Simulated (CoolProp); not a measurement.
Vapour-liquid equilibrium of carbon dioxide (1) + R22 (2) at 253.2 K; x and y are mole fractions of (1).

Values from CoolProp's multi-fluid Helmholtz-energy mixture model, Span 1996 and Kamei 1995; pair parameters Bell 2016.

```csv
x,"bubble pressure, mixture model (MPa)","bubble pressure, Raoult's law (MPa)","y, mixture model","y, Raoult's law"
0.05,0.3077,0.3321,0.228,0.297
0.125,0.4087,0.4616,0.453,0.534
0.2,0.5185,0.5912,0.598,0.667
0.275,0.6355,0.7207,0.697,0.753
0.35,0.7584,0.8502,0.767,0.812
0.425,0.8860,0.9797,0.820,0.856
0.5,1.017,1.109,0.860,0.889
0.575,1.152,1.239,0.892,0.916
0.65,1.289,1.368,0.918,0.937
0.725,1.428,1.498,0.940,0.955
0.8,1.571,1.627,0.959,0.970
0.875,1.717,1.757,0.975,0.983
0.95,1.868,1.886,0.991,0.993
```

The largest gap from Raoult's law is -12.3 % in bubble pressure, at x = 0.2. No azeotrope shows between x = 0.05 and 0.95.

Pair parameters are fitted to limited data, so mixtures are less certain than the pure fluids.
